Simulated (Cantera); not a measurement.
Charge: 1 mol Si, 0.0078 mol H2O, 6 mol H2, 0.055 mol N2O, at 1.33 mbar.

Cantera equilibrium calculation (NASA polynomials, part measured and part estimated; ideal gas, pure solids and liquids). Candidate condensed phases: H2O, Si, SiO2, Si2N2O, Si3N4; 35 gas species. Mutual solubility and eutectic melting of coexisting phases are not modelled. The numbers say what is thermodynamically allowed, not how fast it happens.

Q: At 1425 K, list the 4 most abundant gas species with their mole fractions, and the condensed phases.

A: H2 0.998, SiO 0.00171, N2 0.000417, H 0.000187. Condensed: Si(s) + Si2N2O(s).
